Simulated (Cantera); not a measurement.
Gas mixture: 100 % C2H2, at 960 Pa, frozen composition.

Cantera's kinetic-theory transport with the Lennard-Jones parameters of GRI-Mech 3.0, ideal gas; thermal conductivity in the multicomponent form. The composition is frozen, though it would react at the higher temperatures.

D: mixture-averaged diffusion coefficient of that species in the mixture.

| T (K) | ρ (kg/m³) | cp (J/kg/K) | μ (µPa s) | λ (mW/m/K) | Pr | D (cm²/s) NO | D (cm²/s) CO2 | D (cm²/s) H |
|---|---|---|---|---|---|---|---|---|
| 400 | 0.00752 | 1931 | 13.6 | 35.6 | 0.737 | 29.1 | ___ | 164 |
| 650 | 0.00463 | 2288 | 20.1 | 62.3 | 0.737 | 68.0 | ___ | 388 |
| 900 | 0.00334 | 2526 | 25.5 | 87.4 | 0.736 | 118 | ___ | 679 |
| 1150 | 0.00261 | 2718 | 30.2 | 112 | 0.735 | 179 | ___ | 1030 |
| 1400 | 0.00215 | 2870 | 34.5 | 135 | 0.734 | 248 | ___ | 1430 |
| 1650 | 0.00182 | 2988 | 38.5 | 157 | 0.733 | 326 | ___ | 1880 |
| 1900 | 0.00158 | 3079 | 42.2 | 178 | 0.732 | 412 | ___ | 2380 |
| 2150 | 0.00140 | 3152 | 45.8 | 197 | 0.731 | 506 | ___ | 2930 |
| 2400 | 0.00125 | 3209 | 49.2 | 216 | 0.731 | 607 | ___ | 3520 |

Problem. Fill in the missing entries.

Solution. 
- 400, D (cm²/s) CO2: 22.4
- 650, D (cm²/s) CO2: 54.1
- 900, D (cm²/s) CO2: 95.7
- 1150, D (cm²/s) CO2: 146
- 1400, D (cm²/s) CO2: 204
- 1650, D (cm²/s) CO2: 268
- 1900, D (cm²/s) CO2: 340
- 2150, D (cm²/s) CO2: 418
- 2400, D (cm²/s) CO2: 502
